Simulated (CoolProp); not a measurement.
Vapour pressure (MPa) of R365MFC: the reference equation beside estimates from Tc = 460.0 K, pc = 3.266 MPa, ω = 0.377.

The numbers come from the reference Helmholtz-energy equation of state, Lemmon 2016 in CoolProp.

```csv
T (K),reference,Redlich-Kwong,Soave-Redlich-Kwong
353.7,0.3571,0.6018,0.3620
358.3,0.4038,0.6622,0.4101
362.8,0.4539,0.7253,0.4617
367.4,0.5099,0.7940,0.5195
371.9,0.5696,0.8654,0.5811
376.5,0.6359,0.9428,0.6497
381.1,0.7079,1.025,0.7242
385.6,0.7842,1.110,0.8031
390.2,0.8685,1.201,0.8903
394.7,0.9574,1.296,0.9823
```

Absolute difference from the reference over all 10 rows, mean and median: Redlich-Kwong 50.8 and 50.1 %, Soave-Redlich-Kwong 2.1 and 2.1 %.
